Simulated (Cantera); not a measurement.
Charge: 1 mol CF4, 0.18 mol H2, equilibrated at 3248.15 K and 1.00 Torr.

These are equilibrium values from Cantera (NASA tables, ideal gas, pure condensed phases), not measurements of a reactor. Candidate condensed phases: C, C6H6, C7H8, C8H18; 95 gas species. Kinetics and transport are ignored.

Base state: F 0.779, C 0.0727, HF 0.0398, H 0.0367, CF 0.0313, C3 0.0271, C2 0.0133, CF2 0.000341 (mole fractions); condensed: gas only.

What changes in the equilibrium state with this change: H2 from 0.18 to 1.8 mol?


```json
[
 {"species": "F", "before": "0.779", "after": "0.383"},
 {"species": "H", "before": "0.0367", "after": "0.335"},
 {"species": "HF", "before": "0.0398", "after": "0.179"},
 {"species": "CF", "before": "0.0313", "after": "0.0130"},
 {"species": "C3", "before": "0.0271", "after": "0.0164"},
 {"species": "C2", "before": "0.0133", "after": "0.00956"},
 {"species": "C", "before": "0.0727", "after": "0.0615"},
 {"species": "H2", "before": "1.76e-5", "after": "0.00147"},
 {"species": "CH", "before": "3.43e-6", "after": "2.65e-5"},
 {"species": "C2H", "before": "4.94e-5", "after": "0.000324"}
]
```

What changes in the equilibrium state with this change: 0.89 mol HCl added?


```csv
species,before,after
F,0.779,0.541
Cl,0,0.144
H,0.0367,0.115
HF,0.0398,0.0866
CF,0.0313,0.0193
C3,0.0271,0.0188
C2,0.0133,0.0105
C,0.0727,0.0644
HCl,0,0.000321
H2,1.76e-5,0.000172
C2H,4.94e-5,0.000122
CF2,0.000341,0.000146
```
